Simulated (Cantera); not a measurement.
A Cantera script and its output.

```python
import numpy as np
import cantera as ct

gas = ct.Solution("gri30.yaml")
gas.TPX = 1500, 100000, {'CH4': 1, 'H2': 0.12, 'O2': 0.896, 'N2': 3.37}
reactor = ct.IdealGasConstPressureReactor(gas, energy="on", clone=False)
net = ct.ReactorNet([reactor])
net.rtol, net.atol = 1e-08, 1e-16
show = ['CH4', 'H2', 'O2', 'CH2O', 'OH', 'CO2']
times = np.geomspace(2e-06, 0.1, 14)

steps = ct.SolutionArray(gas, extra=["t"])
rows = []
print(f"{'t/s':>10s}{'T/K':>9s}{'P/Pa':>11s}" + "".join(f"{s:>11s}" for s in show))
for t in times:
    while net.time < t:
        t_next = net.step()
        steps.append(gas.state, t=t_next)
    rows.append([np.interp(t, steps.t, y) for y in (steps.T, steps.P, *steps(*show).X.T)])
    print(f"{t:10.3e}{rows[-1][0]:9.1f}{rows[-1][1]:11.4g}" + "".join(f"{x:11.3e}" for x in rows[-1][2:]))
rate = np.gradient(steps.T, steps.t)
print("integrator steps:", len(steps.t))
if steps.T.max() > steps.T[0] + 200:
    print(f"time of steepest temperature rise: {steps.t[rate.argmax()]:.4e} s")
gas.TPX = 1500, 100000, {'CH4': 1, 'H2': 0.12, 'O2': 0.896, 'N2': 3.37}
gas.equilibrate("HP")
print(f"equilibrium (HP): T = {gas.T:.1f} K  " + "  ".join(f"{s} {gas[s].X[0]:.3e}" for s in show))
```

Output:

```
       t/s      T/K       P/Pa        CH4         H2         O2       CH2O         OH        CO2
 2.000e-06   1500.0      1e+05  1.857e-01  2.228e-02  1.664e-01  2.747e-09  6.218e-09  1.176e-13
 4.597e-06   1500.0      1e+05  1.857e-01  2.228e-02  1.664e-01  1.626e-08  8.783e-09  1.035e-12
 1.057e-05   1500.0      1e+05  1.857e-01  2.228e-02  1.664e-01  9.676e-08  1.622e-08  1.073e-11
 2.429e-05   1500.0      1e+05  1.857e-01  2.228e-02  1.664e-01  6.259e-07  3.796e-08  1.490e-10
 5.583e-05   1499.9      1e+05  1.856e-01  2.228e-02  1.663e-01  4.807e-06  1.068e-07  2.978e-09
 1.283e-04   1500.1      1e+05  1.855e-01  2.227e-02  1.663e-01  4.336e-05  3.648e-07  9.088e-08
 2.950e-04   1503.5      1e+05  1.842e-01  2.226e-02  1.656e-01  3.478e-04  1.180e-06  2.453e-06
 6.780e-04   1536.0      1e+05  1.754e-01  2.390e-02  1.601e-01  1.920e-03  4.668e-06  3.873e-05
 1.558e-03   2394.8      1e+05  5.257e-04  2.078e-01  1.915e-06  3.304e-06  5.268e-04  1.273e-02
 3.582e-03   2381.2      1e+05  1.284e-08  2.135e-01  2.495e-06  1.229e-08  5.855e-04  1.227e-02
 8.234e-03   2380.0      1e+05  7.601e-11  2.133e-01  2.737e-06  1.206e-08  6.122e-04  1.229e-02
 1.893e-02   2380.6      1e+05  6.952e-11  2.132e-01  2.758e-06  1.206e-08  6.146e-04  1.230e-02
 4.351e-02   2381.0      1e+05  6.745e-11  2.132e-01  2.769e-06  1.206e-08  6.160e-04  1.230e-02
 1.000e-01   2381.0      1e+05  6.704e-11  2.132e-01  2.772e-06  1.206e-08  6.164e-04  1.230e-02
integrator steps: 1917
time of steepest temperature rise: 1.0270e-03 s
equilibrium (HP): T = 2381.0 K  CH4 7.565e-11  H2 2.132e-01  O2 2.772e-06  CH2O 1.206e-08  OH 6.164e-04  CO2 1.230e-02
```

Model: GRI-Mech 3.0 (53 species, 325 reactions), integrated in Cantera.
